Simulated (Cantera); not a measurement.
# Hydrocarbon pyrolysis for carbon deposition

A perfectly stirred reactor is fed with 22.7 % C2H4, 77.3 % H2, at 0.000326 atm; it is held at 1925 K, and followed from long to short residence time.

Detailed kinetics in Cantera: GRI-Mech 3.0 (53 species, 325 reactions). GRI-Mech 3.0 was tuned for natural gas; its chemistry of ethylene as a main component is partial and can be far from experiment. GRI-Mech 3.0 stops at C3 and has no aromatics, soot or wall deposition, so with more carbon than oxygen in the feed, carbon stays in small species such as C2H2 where larger ones or solid carbon would form. Radical loss at walls, strong at low pressure, is not modelled.

```json
[
 {"τ (s)": "0.60", "x C2H4": "0.0252", "x H2": "0.810", "x C2H2": "0.165", "x CH4": "2.79e-5", "x C2H6": "3.02e-9", "x C2H": "9.13e-7"},
 {"τ (s)": "0.33", "x C2H4": "0.0441", "x H2": "0.806", "x C2H2": "0.149", "x CH4": "2.19e-5", "x C2H6": "5.27e-9", "x C2H": "6.71e-7"},
 {"τ (s)": "0.18", "x C2H4": "0.0718", "x H2": "0.801", "x C2H2": "0.127", "x CH4": "1.61e-5", "x C2H6": "8.53e-9", "x C2H": "4.71e-7"},
 {"τ (s)": "0.10", "x C2H4": "0.106", "x H2": "0.795", "x C2H2": "0.0991", "x CH4": "1.08e-5", "x C2H6": "1.23e-8", "x C2H": "3.03e-7"},
 {"τ (s)": "0.056", "x C2H4": "0.140", "x H2": "0.789", "x C2H2": "0.0706", "x CH4": "6.25e-6", "x C2H6": "1.60e-8", "x C2H": "1.67e-7"},
 {"τ (s)": "0.031", "x C2H4": "0.171", "x H2": "0.783", "x C2H2": "0.0455", "x CH4": "2.97e-6", "x C2H6": "1.88e-8", "x C2H": "7.53e-8"},
 {"τ (s)": "0.017", "x C2H4": "0.194", "x H2": "0.779", "x C2H2": "0.0270", "x CH4": "1.17e-6", "x C2H6": "1.98e-8", "x C2H": "2.80e-8"},
 {"τ (s)": "0.0095", "x C2H4": "0.208", "x H2": "0.776", "x C2H2": "0.0157", "x CH4": "4.24e-7", "x C2H6": "1.89e-8", "x C2H": "9.61e-9"},
 {"τ (s)": "0.0052", "x C2H4": "0.216", "x H2": "0.775", "x C2H2": "0.00878", "x CH4": "1.36e-7", "x C2H6": "1.61e-8", "x C2H": "3.01e-9"},
 {"τ (s)": "0.0029", "x C2H4": "0.221", "x H2": "0.774", "x C2H2": "0.00495", "x CH4": "4.09e-8", "x C2H6": "1.23e-8", "x C2H": "9.59e-10"}
]
```
x: mole fraction; the columns are a selection and need not sum to one.
